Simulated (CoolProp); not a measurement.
Hydrogen chloride at 298.15 K and 1.5 MPa is throttled through a valve to 0.0455 MPa with no heat exchange. Each further row changes one setting.

Values from CoolProp's reference Helmholtz-energy equation of state, Thol 2018.

```tsv
case	temperature change (K)	final density (kg/m³)
as stated	(withheld)	0.733
outlet pressure 0.0136 MPa	-25.6	(withheld)
outlet pressure 0.0592 MPa	(withheld)	0.954
```

Task: Fill in the missing entries.

Result: 
- as stated, temperature change (K): -25.0
- outlet pressure 0.0136 MPa, final density (kg/m³): 0.219
- outlet pressure 0.0592 MPa, temperature change (K): -24.7
